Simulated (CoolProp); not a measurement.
Saturation properties of dodecamethylpentasiloxane (MD3M) (Tc = 628.0 K, pc = 954.0 kPa, ω = 0.730).

Values from CoolProp's reference Helmholtz-energy equation of state, Thol 2019.

| T (K) | p (kPa) | vapour density (kg/m³) | enthalpy of vaporisation (kJ/kg) | liquid cp (kJ/(kg K)) | surface tension (mN/m) |
|---|---|---|---|---|---|
| 323.1 | 0.05222 | 0.007483 | ___ | 1.767 | 16.1 |
| 326.9 | 0.06914 | 0.009793 | 167.9 | 1.776 | 15.8 |
| 330.6 | 0.09014 | 0.01263 | 166.7 | 1.785 | 15.6 |
| 334.3 | 0.1166 | 0.01615 | 165.4 | 1.793 | 15.3 |
| 338.1 | 0.1507 | 0.02065 | 164.2 | 1.802 | 15.1 |
| 341.8 | 0.1921 | 0.02604 | ___ | 1.810 | 14.8 |
| 345.5 | 0.2432 | ___ | 161.8 | 1.818 | 14.6 |
| 349.3 | 0.3077 | 0.04083 | 160.6 | 1.827 | 14.4 |
| 353 | 0.3844 | 0.05049 | 159.4 | 1.835 | 14.1 |
| 356.7 | 0.4773 | 0.06206 | 158.2 | 1.843 | 13.9 |
| 360.5 | 0.5924 | 0.07624 | 157.0 | 1.851 | 13.6 |

Q: What belongs in the gaps?

A: 
- 323.1, enthalpy of vaporisation (kJ/kg): 169.1
- 341.8, enthalpy of vaporisation (kJ/kg): 163.0
- 345.5, vapour density (kg/m³): 0.03262

It boils at 503.0 K under 1 atm.

Surface tension comes from a separate correlation (Mulero 2014), older than this fluid's equation and unchecked against measurements.
